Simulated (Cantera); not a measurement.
**Gas-phase reforming**

An isothermal, constant-pressure homogeneous reactor starts with CH₄ : CO₂ = 1 : 0.52 (molar parts), at 2175 K and 4130 Torr.

Cantera simulation using GRI-Mech 3.0 (53 species, 325 reactions); the numbers are that mechanism's predictions, not measurements. GRI-Mech 3.0 stops at C3 and has no aromatics, soot or wall deposition, so with more carbon than oxygen in the feed, carbon stays in small species such as C2H2 where larger ones or solid carbon would form.

```tsv
t (s)	x CH₄	x CO₂	x H	x HO₂	x C₂H₂	x O	x CH₂
8.00e-6	0.271	0.250	0.000962	4.86e-11	0.0826	1.97e-8	3.10e-5
3.63e-5	0.0922	0.136	0.00124	7.62e-11	0.159	2.88e-8	1.66e-5
0.000165	0.0241	0.0252	0.00139	5.62e-11	0.167	4.65e-8	1.06e-5
0.000750	0.0143	0.00979	0.00149	1.44e-11	0.128	2.98e-8	5.53e-6
0.00341	0.00741	0.00228	0.00157	<1e-12	0.0875	7.31e-9	1.92e-6
0.0155	0.00392	2.26e-5	0.00159	<1e-12	0.0766	7.70e-11	8.22e-7
0.0704	0.00387	9.83e-7	0.00159	<1e-12	0.0765	6.15e-12	8.08e-7
0.320	0.00387	9.83e-7	0.00159	<1e-12	0.0765	6.15e-12	8.08e-7
1.45	0.00387	9.83e-7	0.00159	<1e-12	0.0765	6.15e-12	8.08e-7
6.60	0.00387	9.83e-7	0.00159	<1e-12	0.0765	6.15e-12	8.08e-7
30.0	0.00387	9.83e-7	0.00159	<1e-12	0.0765	6.15e-12	8.08e-7
```
x: mole fraction; the columns are a selection and need not sum to one.

Equilibrium at this temperature and pressure: CH₄ 0.00387, CO₂ 9.89e-7, H 0.00159, HO₂ <1e-12, C₂H₂ 0.0765, O 6.17e-12, CH₂ 8.08e-7 (gas phase only).
